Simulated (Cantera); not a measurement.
A diamond (100) surface in a fixed gas of H2 with x(CH4) = 0.0045, x(H) = 0.0003, at 1348 K, 0.0130 bar; coverages are run to steady state.

Model: the Harris–Goodwin 1993 mechanism for the reconstructed diamond (100) surface, integrated in Cantera.

θ: site fractions in the mechanism's names (c6HH fully hydrogenated, c6H* and c6*H radical sites, c6** diradical, c6HM methylated).

```tsv
x(CH3)	growth (µm/h)	θ c6HH	θ c6H*	θ c6*H	θ c6**	θ c6HM
1e-06	?	0.523	0.0426	0.422	0.0131	1.27e-7
2.5e-06	?	0.523	0.0426	0.422	0.0131	3.17e-7
6.2e-06	?	0.523	0.0426	0.422	0.0131	7.87e-7
1.5e-05	?	0.523	0.0426	0.422	0.0131	1.90e-6
3.9e-05	?	0.523	0.0426	0.421	0.0131	4.95e-6
9.6e-05	?	0.523	0.0426	0.421	0.0131	1.22e-5
0.00024	?	0.522	0.0426	0.421	0.0130	3.04e-5
0.0006	?	0.522	0.0426	0.421	0.0128	7.60e-5
0.0015	?	0.521	0.0425	0.420	0.0124	0.000189
```

Problem. Fill in the missing entries.

Solution. 
- 1e-06, growth (µm/h): 9.16e-5
- 2.5e-06, growth (µm/h): 0.000229
- 6.2e-06, growth (µm/h): 0.000568
- 1.5e-05, growth (µm/h): 0.00137
- 3.9e-05, growth (µm/h): 0.00357
- 9.6e-05, growth (µm/h): 0.00876
- 0.00024, growth (µm/h): 0.0218
- 0.0006, growth (µm/h): 0.0538
- 0.0015, growth (µm/h): 0.130
